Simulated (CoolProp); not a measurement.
Saturation properties of nitrous oxide.

The numbers come from the reference Helmholtz-energy equation of state, Lemmon 2006 in CoolProp. It is a short technical equation, of lower accuracy than the large ones.

```tsv
T (°C)	p (MPa)	liquid density (kg/m³)	enthalpy of vaporisation (kJ/kg)	vapour Z
-41.75	0.8819	1081	313.7	0.8801
-38.25	0.9983	1068	308.3	0.8694
-34.75	1.126	1056	[?]	0.8582
-31.35	[?]	1043	297.0	0.8467
-27.85	1.411	1029	290.9	[?]
-24.45	1.570	1016	284.8	0.8217
-20.95	1.747	[?]	278.3	0.8080
-17.45	[?]	987.4	271.6	0.7937
-14.05	2.137	972.9	[?]	0.7791
-10.55	2.357	957.4	257.3	0.7633
```

Task: What belongs in the gaps?

Result: 
- -34.75, enthalpy of vaporisation (kJ/kg): 302.6
- -31.35, p (MPa): 1.261
- -27.85, vapour Z: 0.8343
- -20.95, liquid density (kg/m³): 1002
- -17.45, p (MPa): 1.937
- -14.05, enthalpy of vaporisation (kJ/kg): 264.7

It boils at -88.5 °C under 1 atm.
